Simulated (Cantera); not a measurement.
# B + NH3 + N2 (boron, boron nitride and boron oxide)

Charge: 1 mol B, 0.68 mol NH3, 1.7 mol N2, equilibrated at 2373 K and 0.00133 bar.

Cantera equilibrium calculation (NASA polynomials, part measured and part estimated; ideal gas, pure solids and liquids). Candidate condensed phases: B, BN; 15 gas species. The tables' values for BH2 are old estimates; treat these amounts as uncertain. Rates play no part.

x(N2): 0.596
x(H2): 0.210
x(H): 0.175
x(B): 0.0180
x(BH2): 0.000577
x(BN): 0.000244
x(BH): 0.000217
x(B2): 2.03e-6
x(N): 1.79e-6
n(B(l)): 0.935 mol
gas amount: 3.422 mol
